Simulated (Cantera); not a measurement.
A perfectly stirred reactor is fed with CO : H2 : O2 : N2 = 1 : 0.1 : 1 : 5.17 (molar parts), equivalence ratio 0.55, at 1.80 bar; it is adiabatic with a 475 K inlet, and is followed from long to short residence time, starting on the burning branch (τ in s: 0.039, 0.019, 0.0094, 0.0046, 0.0023, 0.0011, 0.00055, 0.00027, 0.00013, 6.5e-05, 3.2e-05).

Model: GRI-Mech 3.0 (53 species, 325 reactions), integrated in Cantera.

x: mole fraction; the columns are a selection and need not sum to one.

| τ (s) | T (K) | x CO | x H2 | x O2 | x CO2 | x O | x H2O2 |
|---|---|---|---|---|---|---|---|
| 0.039 | 1708 | 0.00278 | 5.70e-5 | 0.0678 | 0.146 | 0.000519 | … |
| 0.019 | 1694 | 0.00434 | 8.77e-5 | 0.0684 | 0.144 | 0.000806 | … |
| 0.0094 | 1673 | 0.00665 | 0.000131 | 0.0692 | 0.142 | 0.00122 | … |
| 0.0046 | 1642 | 0.0101 | 0.000194 | 0.0706 | 0.138 | 0.00181 | … |
| 0.0023 | 1597 | 0.0153 | 0.000275 | 0.0726 | 0.132 | 0.00254 | … |
| 0.0011 | 1521 | 0.0243 | 0.000392 | 0.0766 | 0.122 | 0.00333 | … |
| 0.00055 | 475 | 0.138 | 0.0138 | 0.138 | <1e-12 | <1e-12 | <1e-12 |
| 0.00027 | 475 | 0.138 | 0.0138 | 0.138 | <1e-12 | <1e-12 | <1e-12 |
| 0.00013 | 475 | 0.138 | 0.0138 | 0.138 | <1e-12 | <1e-12 | <1e-12 |
| 6.5e-5 | 475 | 0.138 | 0.0138 | 0.138 | <1e-12 | <1e-12 | <1e-12 |
| 3.2e-5 | 475 | 0.138 | 0.0138 | 0.138 | <1e-12 | <1e-12 | <1e-12 |

Problem. Some entries are withheld; supply them.

Solution. 
- 0.039, x H2O2: 6.71e-8
- 0.019, x H2O2: 9.47e-8
- 0.0094, x H2O2: 1.34e-7
- 0.0046, x H2O2: 1.94e-7
- 0.0023, x H2O2: 2.89e-7
- 0.0011, x H2O2: 4.81e-7
